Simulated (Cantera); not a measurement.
What does this Cantera script print?

```python
import numpy as np
import cantera as ct

gas_names = """
    H HNO HNO2 HNO3 HO2 H2 H2O H2O2 Hg N NH NH2 NH3 NH2OH NO NO2 NO3 N2 N2H2 N2H4 N2O O OH O2 O3
""".split()
cond_names = """
    H2O(s) H2O(L) Hg(cr) Hg(L) HgO(s)
""".split()


# ... load() reads the species with a 1 bar reference pressure and builds the phases ...
atoms = {
    'HgO': {'Hg': 1, 'O': 1},
    'H2': {'H': 2},
    'N2': {'N': 2},
}
top_T = {}  # K; cautious upper limits of use, not melting points


# ... equilibrate(T, P, feed) seeds the gas with the atoms and calls Mixture.equilibrate('TP', solver="vcs", rtol=1e-11, max_steps=5000) ...
results = []
feed = {'HgO': 1, 'H2': 2.1, 'N2': 4.1}  # mol
T = 525  # K
P = 17  # Pa
mix = equilibrate(T, P, feed)
results.append((T, P, feed, dict(zip(mix.species_names, mix.species_moles))))
print(gas.report(threshold=0.0001))
for i in range(1, mix.n_phases):
    print(f"{mix.phase(i).name:16s} {mix.phase_moles(i):12.5e} mol")
```

Result:

```
       temperature   525 K
          pressure   17 Pa
           density   0.00018157 kg/m^3
  mean mol. weight   46.623 kg/kmol
   phase of matter   gas

                          1 kg             1 kmol
                     ---------------   ---------------
          enthalpy       -3.9723e+05        -1.852e+07  J
   internal energy       -4.9085e+05       -2.2885e+07  J
           entropy              5956        2.7768e+05  J/K
    Gibbs function       -3.5241e+06        -1.643e+08  J
 heat capacity c_p             626.4             29204  J/K
 heat capacity c_v            448.06             20890  J/K

                      mass frac. Y      mole frac. X     chem. pot. / RT
                     ---------------   ---------------   ---------------
                H2         0.0066062           0.15278           -26.744
               H2O          0.053667           0.13889           -89.312
                Hg           0.59757           0.13889           -17.971
                N2           0.34216           0.56944           -32.758
     [  +21 minor]        5.0007e-07        1.3689e-06

H2O(L)            0.00000e+00 mol
Hg(L)             0.00000e+00 mol
HgO(s)            0.00000e+00 mol
```

Equilibrium computed with Cantera from the NASA thermochemical tables; the gas is ideal and each condensed phase is pure.
